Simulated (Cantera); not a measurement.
A freely propagating, adiabatic, planar premixed flame of CH3OH : O2 : N2 = 1 : 1.36 : 4.5 (molar parts), equivalence ratio 1.1, unburnt at 425 K and 4.84 atm; mixture-averaged transport, grid criteria slope 0.08 and curve 0.16, no radiation.

Computed with Cantera and GRI-Mech 3.0 (53 species, 325 reactions). GRI-Mech 3.0 was tuned for natural gas; its chemistry of methanol as a main component is partial and can be far from experiment. Burning velocities carry a grid error of a few per cent, more on coarse grids.

Q: What does this change do: CH3OH 1 to 1.3 parts?

A: 
```json
[
 {"quantity": "laminar burning velocity", "before": "67.4 cm/s", "after": "67.6 cm/s"},
 {"quantity": "thermal thickness", "before": "0.0693 mm", "after": "0.0640 mm"},
 {"quantity": "peak x(CH4)", "before": "0.000182", "after": "0.000509"},
 {"quantity": "peak x(CH3)", "before": "0.000131", "after": "0.000258"},
 {"quantity": "peak x(OH)", "before": "0.00940", "after": "0.00469"},
 {"quantity": "peak x(H)", "before": "0.00681", "after": "0.0100"}
]
```
